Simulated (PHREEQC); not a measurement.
PHREEQC input (ion-association model, wateq4f.dat):

```
SOLUTION_MASTER_SPECIES
  An  An-  0  An  62.0  # stands for a non-complexing anion
SOLUTION_SPECIES
  An- = An-
    -log_k 0
    -gamma 3.0 0
PHASES
  Fix_H+
    H+ = H+
    -log_k 0
SOLUTION 1
  temp 25
  units mmol/kgw
  pH 7 charge
  As(5) 0.0073
  Na 50.0146
  An 50
END
SELECTED_OUTPUT 1
  -reset false
  -pH true
  -pe true
  -ionic_strength true
  -water true
  -totals As Na As(3) As(5)
  -molalities Hfo_wOH Hfo_wOH2+ Hfo_wO- Hfo_sOH Hfo_sOH2+ Hfo_sO- Hfo_wH2AsO4 Hfo_wHAsO4- Hfo_wOHAsO4-3
USER_PUNCH 1
  -headings sigma psi
  10 PUNCH EDL("sigma", "Hfo"), EDL("psi", "Hfo")
PRINT
  -reset false
USE solution 1
SURFACE 1
  Hfo_wOH 0.00292135 600 1.3
  Hfo_sOH 7.30337e-05
EQUILIBRIUM_PHASES 1
  Fix_H+ -4 HAn 10
    -force_equality true
  O2(g) -0.68 10
END
# ... the last block is repeated for the other 16 points of pH, with NaOH or the acid as the point needs
```

Selected output (columns that matter, 17 of 17 rows; pH added in front):

```
pH	mu	As	Na	m_Hfo_wOH	m_Hfo_wOH2+	m_Hfo_wO-	m_Hfo_sOH	m_Hfo_sOH2+	m_Hfo_sO-	m_Hfo_wH2AsO4	m_Hfo_wHAsO4-	m_Hfo_wOHAsO4-3	sigma	psi
4	0.051319	6.917e-12	0.050015	0.00058491	0.0023258	3.3699e-06	1.4659e-05	5.829e-05	8.4458e-08	9.861e-07	6.0876e-06	2.2633e-07	0.29367	0.15916
4.5	0.051015	5.8276e-12	0.050015	0.0010024	0.0018995	1.2118e-05	2.5123e-05	4.7607e-05	3.0371e-07	4.5415e-07	5.8829e-06	9.6299e-07	0.23826	0.14862
5	0.050756	5.5804e-12	0.050015	0.0014166	0.0014661	3.1358e-05	3.5504e-05	3.6744e-05	7.8591e-07	1.9344e-07	4.5883e-06	2.5182e-06	0.18043	0.13459
5.5	0.050541	5.616e-12	0.050015	0.0017508	0.0010994	6.3874e-05	4.388e-05	2.7553e-05	1.6008e-06	7.4208e-08	2.901e-06	4.3248e-06	0.12935	0.11784
6	0.050373	6.3922e-12	0.050015	0.0019815	0.00082334	0.00010924	4.9661e-05	2.0635e-05	2.7379e-06	2.7947e-08	1.651e-06	5.621e-06	0.088264	0.098874
6.5	0.050245	9.7259e-12	0.050015	0.0021196	0.00063142	0.000163	5.3123e-05	1.5825e-05	4.0853e-06	1.1601e-08	9.5595e-07	6.3324e-06	0.056931	0.077846
7	0.050151	2.3359e-11	0.050015	0.0021916	0.00050431	0.00021818	5.4926e-05	1.2639e-05	5.4681e-06	5.6507e-09	6.0278e-07	6.6915e-06	0.033726	0.0549
7.5	0.050081	9.105e-11	0.050015	0.0022242	0.00042008	0.00026978	5.5744e-05	1.0528e-05	6.7615e-06	3.2118e-09	4.1744e-07	6.8793e-06	0.016454	0.030397
8	0.050025	4.8911e-10	0.050015	0.002236	0.00035942	0.00031866	5.6039e-05	9.0081e-06	7.9864e-06	2.0121e-09	3.0727e-07	6.9902e-06	0.0025373	0.0049607
8.5	0.050048	2.9524e-09	0.050091	0.0022346	0.00030753	0.00037196	5.6004e-05	7.7075e-06	9.3223e-06	1.2768e-09	2.2774e-07	7.068e-06	-0.010822	-0.020627
9	0.050119	1.7205e-08	0.050226	0.0022172	0.00025462	0.00044228	5.5567e-05	6.3815e-06	1.1085e-05	7.4759e-10	1.5979e-07	7.1222e-06	-0.02646	-0.045556
9.5	0.050229	8.7609e-08	0.050419	0.0021698	0.00019713	0.00054715	5.438e-05	4.9404e-06	1.3713e-05	3.6958e-10	9.9858e-08	7.1121e-06	-0.047039	-0.069113
10	0.050426	3.6841e-07	0.050729	0.0020676	0.00013822	0.00070853	5.1814e-05	3.4638e-06	1.7755e-05	1.4243e-10	5.23e-08	6.8791e-06	-0.074881	-0.090811
10.5	0.050846	1.2472e-06	0.051296	0.0018801	8.525e-05	0.00094989	4.71e-05	2.1357e-06	2.3796e-05	3.8969e-11	2.1096e-08	6.0316e-06	-0.11189	-0.11042
11	0.051892	3.2321e-06	0.05253	0.0015832	4.4531e-05	0.0012895	3.9635e-05	1.1148e-06	3.2282e-05	6.2649e-12	5.4675e-09	4.0623e-06	-0.15938	-0.12773
11.5	0.054829	5.64e-06	0.055695	0.0011738	1.827e-05	0.0017276	2.9361e-05	4.57e-07	4.3214e-05	4.3362e-13	6.8386e-10	1.659e-06	-0.21737	-0.1421
12	0.063745	6.8317e-06	0.064865	0.00068986	4.8977e-06	0.002226	1.7249e-05	1.2246e-07	5.5659e-05	1.1611e-14	4.0146e-11	4.6798e-07	-0.28183	-0.15151
```
